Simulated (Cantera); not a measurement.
A closed system holds: 1 mol CaO, 28 mol Cl2, 0.32 mol H2, equilibrated at 927 °C and 0.450 bar.

These are equilibrium values from Cantera (NASA tables, ideal gas, pure condensed phases), not measurements of a reactor. Candidate condensed phases: Ca, CaCl2, CaO, Ca(OH)2, H2O; 21 gas species. Condensed phases not in the tables: oxide chlorides. The numbers say what is thermodynamically allowed, not how fast it happens.

Base state: Cl2 0.952, HCl 0.0229, O2 0.0179, Cl 0.00688, ClO 2.43e-5, CaCl2 1.55e-5 (mole fractions); condensed: CaCl2(l).

Problem. What changes in the equilibrium state with this change: temperature from 927 °C to 1102 °C?

Solution. 
| species | before | after |
|---|---|---|
| Cl2 | 0.952 | 0.926 |
| Cl | 0.00688 | 0.0335 |
| HCl | 0.0229 | 0.0226 |
| CaCl2 | 1.55e-5 | 0.000502 |
| O2 | 0.0179 | 0.0176 |
| ClO | 2.43e-5 | 8.72e-5 |
| CaCl2(l), mol | 1.000 | 0.986 |
